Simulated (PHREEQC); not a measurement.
Consider water at 25 °C with 0.29 mol H3PO4 and 0.00032 mol HCl per kg of water. Closed to the air; pH follows from the charge balance.

Equilibrium calculation in PHREEQC: ion-association model, phreeqc.dat.

```
quantity                  before   after
------------------------  ------  ------
pH                          1.38    1.55
ionic strength (mol/kgw)  0.0485  0.0324
```

What was changed between the two runs?
A. diluted 100-fold with water
B. HCl from 0.00032 to 3.2e-05 mol/kgw
C. temperature from 25 to 30 °C
D. H3PO4 from 0.29 to 0.145 mol/kgw
E. temperature from 25 to 5 °C

D, H3PO4 from 0.29 to 0.145 mol/kgw

This is a speciation only: nothing precipitates in the calculation.
